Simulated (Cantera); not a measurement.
Feed: 1 mol SiC, 0.003 mol O2, 3.8 mol N2, at 1 atm.

Cantera equilibrium calculation (NASA polynomials, part measured and part estimated; ideal gas, pure solids and liquids). Candidate condensed phases: C, Si, SiC, SiO2, Si2N2O, Si3N4; 34 gas species. N2 is the only nitrogen source here; it is nearly inert below about 1500 K, so the nitride shown seldom forms there in practice. Mutual solubility and eutectic melting of coexisting phases are not modelled. Rates play no part.

Which condensed phases are stable at each of these points (T (K)): 973, 1073, 1173, 1273, 1373, 1473, 1573, 1673, 1773?


| T (K) | condensed phases | Si condensed (%) |
|---|---|---|
| 973 | C(graphite) + Si2N2O(s) + Si3N4(s) | 100.0 |
| 1073 | C(graphite) + Si2N2O(s) + Si3N4(s) | 100.0 |
| 1173 | C(graphite) + Si2N2O(s) + Si3N4(s) | 100.0 |
| 1273 | C(graphite) + Si2N2O(s) + Si3N4(s) | 100.0 |
| 1373 | C(graphite) + Si2N2O(s) + Si3N4(s) | 100.0 |
| 1473 | C(graphite) + Si2N2O(s) + Si3N4(s) | 100.0 |
| 1573 | C(graphite) + Si2N2O(s) + Si3N4(s) | 100.0 |
| 1673 | C(graphite) + Si2N2O(s) + Si3N4(s) | 100.0 |
| 1773 | SiC(s) + Si3N4(s) | 100.0 |

From 973 K to 1673 K the condensed part is C(graphite) + Si2N2O(s) + Si3N4(s). At 1773 K the condensed part is SiC(s) + Si3N4(s).
